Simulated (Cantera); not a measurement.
A closed system holds: 1 mol SiHCl₃, 0.057 mol HCl, 370 mol H₂, at 875 K and 45000 Pa.

Equilibrium computed with Cantera from the NASA thermochemical tables; the gas is ideal and each condensed phase is pure. Candidate condensed phases: Si; 19 gas species. Kinetics and transport are ignored.

Base state: H₂ 0.997, HCl 0.00127, SiHCl₃ 0.00123, SiCl₄ 0.000717, SiH₂Cl₂ 0.000192 (mole fractions); condensed: Si(s).

Task: What changes in the equilibrium state with this change: SiHCl₃ replaced by SiH₄?

Result: 
| species | before | after |
|---|---|---|
| H₂ | 0.997 | 1.000 |
| HCl | 0.00127 | 0.000142 |
| SiH₂Cl₂ | 0.000192 | 2.40e-6 |
| SiHCl₃ | 0.00123 | 1.70e-6 |
| SiCl₄ | 0.000717 | 1.10e-7 |
| Si(s), mol | 0.201 | 0.998 |

Task: What changes in the equilibrium state with this change: pressure from 45000 Pa to 150000 Pa?

Result: 
```tsv
species	before	after
H₂	0.997	0.997
SiHCl₃	0.00123	0.00144
HCl	0.00127	0.000898
SiH₃Cl	7.26e-6	1.71e-5
SiH₂Cl₂	0.000192	0.000319
SiCl₄	0.000717	0.000591
Si(s), mol	0.201	0.121
```
